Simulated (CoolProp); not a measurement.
Values from CoolProp's reference Helmholtz-energy equation of state, de Reuck 1990.

For fluorine, give the phase and the density (kg/m³), speed of sound (m/s), fugacity coefficient at -184.05 °C and 200 kPa; -184.05 °C and 356 kPa; -184.05 °C and 632 kPa.


- -184.05 °C and 200 kPa: liquid; density 1470, speed of sound 787, fugacity coefficient 0.754
- -184.05 °C and 356 kPa: liquid; density 1470, speed of sound 788, fugacity coefficient 0.426
- -184.05 °C and 632 kPa: liquid; density 1470, speed of sound 789, fugacity coefficient 0.242
